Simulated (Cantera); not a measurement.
What does this Cantera script print?

```python
import numpy as np
import cantera as ct

gas_names = """
    CL CLO CL2 H HCL HOCL HO2 H2 H2O H2O2 O OH O2 O3 Ti TiCL TiCL2 TiCL3 TiCL4 TiO TiOCL TiOCL2 TiO2
""".split()
cond_names = """
    H2O(s) H2O(L) Ti(a) Ti(b) Ti(L) TiCL2(s) TiCL3(s) TiCL4(L) TiO(a) TiO(b) TiO(L) TiO2(ru) TiO2(L)
    Ti2O3(a) Ti2O3(b) Ti2O3(L) Ti3O5(a) Ti3O5(b) Ti3O5(L) Ti4O7(s) Ti4O7(L)
""".split()


# ... load() reads the species with a 1 bar reference pressure and builds the phases ...
atoms = {
    'TiCl4': {'Ti': 1, 'CL': 4},
    'H2O': {'H': 2, 'O': 1},
}
top_T = {'TiCL2(s)': 1300, 'TiCL3(s)': 1000}  # K; cautious upper limits of use, not melting points


# ... equilibrate(T, P, feed) seeds the gas with the atoms and calls Mixture.equilibrate('TP', solver="vcs", rtol=1e-11, max_steps=5000) ...
results = []
feed = {'TiCl4': 1, 'H2O': 0.98}  # mol
P = 1000  # Pa
for T in [1175, 1275, 1375, 1475, 1575, 1675, 1775, 1875, 1975, 2075]:
    mix = equilibrate(T, P, feed)
    results.append((T, P, feed, dict(zip(mix.species_names, mix.species_moles))))

top = {s: max(r[3][s] / sum(r[3][g] for g in gas_names) for r in results) for s in gas_names}
cols = sorted((s for s in top if top[s] > 0.001), key=lambda s: -top[s])[:7]
seen = [c for c in cond_names if any(r[3].get(c, 0) > 1e-12 for r in results)]
print("log10 of partial pressures in bar; condensed amounts in mol")
print(f"{'T/K':>10s}" + "".join(f"{s[:9]:>10s}" for s in cols + seen))
for T, P, feed, n in results:
    ng = sum(n[g] for g in gas_names)
    print(f"{T:10.4g}" + "".join(f"{np.log10(max(n[s] / ng * P / 1e5, 1e-99)):10.3f}" for s in cols)
          + "".join(f"{n.get(c, 0):10.4g}" for c in seen))
```

Output:

```
log10 of partial pressures in bar; condensed amounts in mol
       T/K       HCL        CL     TiCL4     TiCL3    TiOCL2     TiCL2        H2  TiO2(ru)  Ti4O7(L)
      1175    -2.101    -5.704    -2.686    -5.657    -9.085   -12.086    -6.734    0.4899         0
      1275    -2.101    -5.093    -2.687    -5.063    -8.037   -10.625    -6.423    0.4899         0
      1375    -2.102    -4.574    -2.692    -4.555    -7.146    -9.374    -6.149    0.4899         0
      1475    -2.104    -4.131    -2.705    -4.120    -6.382    -8.291    -5.903    0.4898         0
      1575    -2.109    -3.754    -2.733    -3.747    -5.726    -7.344    -5.672    0.4896         0
      1675    -2.117    -3.438    -2.791    -3.436    -5.167    -6.510    -5.445    0.4889         0
      1775    -2.131    -3.184    -2.897    -3.188    -4.699    -5.772    -5.200    0.4871         0
      1875    -2.149    -2.996    -3.073    -3.010    -4.325    -5.118    -4.915    0.4832         0
      1975    -2.184    -2.723    -3.308    -3.030    -4.051    -4.813    -4.903         0    0.1361
      2075    -2.201    -2.667    -3.625    -2.962    -3.943    -4.261    -4.481         0    0.1348
```

Equilibrium computed with Cantera from the NASA thermochemical tables; the gas is ideal and each condensed phase is pure. The tables' values for TiCl2, TiOCl are old estimates; treat these amounts as uncertain. Condensed phases not in the tables: Magnéli phases beyond Ti4O7, TiOCl.
